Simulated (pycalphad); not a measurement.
All values are pycalphad results on the COST 507 light-alloy database (1999) (1 atm), not direct measurements. These are 1990s assessments: newer ones move some temperatures and phases. Amounts are mole fractions of atoms.

Problem. Give the equilibrium state of Al-1.575Mn-0.3304Si (wt.%) at 377 °C.

Solution. 
```
T = 650.00 K, P = 101325 Pa, N = 1 mol of atoms
G = -23166 J/mol, H = 8330 J/mol, S = 48.46 J/(mol K)  (SER reference)
chemical potentials (J/mol): Al -22376, Mn -118942, Si -33697
phase             fraction      x(Al)      x(Mn)      x(Si)
FCC_A1              0.9556     0.9999    7.5e-05   6.61e-05
ALMNSI_ALPHA        0.0444     0.7555     0.1739     0.0706
```

Database names, with the compositions (at.%) that they take in these runs: ALMNSI_ALPHA: Al 74-76 Mn 17 Si 7-9. FCC_A1 is fcc.
